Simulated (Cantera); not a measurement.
Charge: 1 mol HMDSO, 0.23 mol CO₂, equilibrated at 1475 K.

Method: chemical equilibrium by Gibbs-energy minimisation in Cantera with the NASA 1993 tables (ideal gas, pure condensed phases). Candidate condensed phases: C, C₆H₆, C₇H₈, C₈H₁₈, H₂O, Si, SiC, SiO₂; 123 gas species. The feed counts by its element totals alone. Mutual solubility and eutectic melting of coexisting phases are not modelled. The tables hold silica as quartz up to 1696 K and as liquid above; real silica turns to tridymite and cristobalite and melts near 1996 K. The numbers say what is thermodynamically allowed, not how fast it happens.

log p: log10 of the partial pressure in bar; n: condensed amount in mol.

| P (Pa) | log p H₂ | log p CO | log p CH₄ | log p H | log p SiO | n C(graphite) | n SiC(s) | n SiO₂(β-quartz) |
|---|---|---|---|---|---|---|---|---|
| 5 | -4.37 | -5.16 | -11.27 | -7.07 | -7.91 | 2.78 | 2.00 | 0 |
| 21 | -3.74 | -4.53 | -10.02 | -6.76 | -7.29 | 2.78 | 2.00 | 0 |
| 85 | ___ | ___ | ___ | ___ | ___ | 2.77 | 2.00 | 0 |
| 350 | -2.52 | -3.31 | -7.58 | -6.15 | -6.07 | 2.77 | 2.00 | 0 |
| 1400 | -1.92 | -2.71 | -6.38 | -5.85 | -5.46 | 2.77 | 2.00 | 0 |
| 5900 | ___ | ___ | ___ | ___ | ___ | 2.77 | 2.00 | 0 |
| 24000 | -0.65 | -1.82 | -3.83 | -5.21 | -4.58 | 4.05 | 1.57 | 0.429 |
| 100000 | -0.01 | -1.82 | -2.55 | -4.89 | -4.58 | 4.73 | 1.34 | 0.661 |

Fill in the missing entries.


- 5900, log p H₂: -1.29
- 5900, log p CO: -2.09
- 5900, log p CH₄: -5.13
- 5900, log p H: -5.53
- 5900, log p SiO: -4.84
- 85, log p H₂: -3.14
- 85, log p CO: -3.93
- 85, log p CH₄: -8.81
- 85, log p H: -6.46
- 85, log p SiO: -6.68
